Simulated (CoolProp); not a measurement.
Model: reference Helmholtz-energy equation of state, Lemmon 2013, in CoolProp.

Problem. For propylene, give the phase and the Prandtl number at 162.7 K and 0.0363 MPa; 372.5 K and 0.184 MPa; 243.5 K and 1.34 MPa.

Solution. 
- 162.7 K and 0.0363 MPa: liquid; Prandtl number 5.76
- 372.5 K and 0.184 MPa: gas; Prandtl number 0.766
- 243.5 K and 1.34 MPa: liquid; Prandtl number 2.66

Viscosity comes from a separate model (Huber 2003), an estimate that may be off by 10 % or more. Thermal conductivity comes from a separate model (Huber 2003), an estimate that may be off by 10 % or more.
